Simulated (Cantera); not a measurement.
**Stirred combustor or abatement burner**

A perfectly stirred reactor is fed with 4.63 % CH4, 0.463 % C2H6, 0.695 % C3H8, 19.8 % O2, 74.4 % N2, at 0.560 bar; it is adiabatic with a 773 K inlet, and is followed from long to short residence time, starting on the burning branch (τ in s: 0.043, 0.019, 0.0084, 0.0037, 0.0017, 0.00074, 0.00033, 0.00015, 6.4e-05, 2.9e-05, 1.3e-05, 5.6e-06).

Detailed kinetics in Cantera: GRI-Mech 3.0 (53 species, 325 reactions). GRI-Mech 3.0 was tuned for natural gas; its chemistry of propane as a main component is partial and can be far from experiment.

| τ (s) | T (K) | x CH4 | x C2H6 | x C3H8 | x CH2CO | x HCN |
|---|---|---|---|---|---|---|
| 0.043 | 2199 | 3.93e-6 | 6.40e-8 | 1.05e-7 | 2.23e-7 | 8.10e-8 |
| 0.019 | 2178 | 7.32e-6 | 1.34e-7 | 2.11e-7 | 4.68e-7 | 8.07e-8 |
| 0.0084 | 2143 | 1.32e-5 | 2.73e-7 | 4.07e-7 | 9.25e-7 | 7.97e-8 |
| 0.0037 | 2096 | 2.40e-5 | 5.49e-7 | 7.71e-7 | 1.72e-6 | 8.53e-8 |
| 0.0017 | 2042 | 4.39e-5 | 1.07e-6 | 1.43e-6 | 2.95e-6 | 1.03e-7 |
| 0.00074 | 1977 | 8.89e-5 | 2.23e-6 | 2.87e-6 | 5.23e-6 | 1.42e-7 |
| 0.00033 | 1910 | 0.000192 | 4.87e-6 | 6.12e-6 | 9.61e-6 | 2.18e-7 |
| 0.00015 | 1842 | 0.000464 | 1.18e-5 | 1.47e-5 | 2.01e-5 | 3.83e-7 |
| 6.4e-5 | 1724 | 0.00203 | 5.29e-5 | 6.54e-5 | 8.04e-5 | 9.91e-7 |
| 2.9e-5 | 773 | 0.0463 | 0.00463 | 0.00695 | <1e-12 | <1e-12 |
| 1.3e-5 | 773 | 0.0463 | 0.00463 | 0.00695 | <1e-12 | <1e-12 |
| 5.6e-6 | 773 | 0.0463 | 0.00463 | 0.00695 | <1e-12 | <1e-12 |
x: mole fraction; the columns are a selection and need not sum to one.
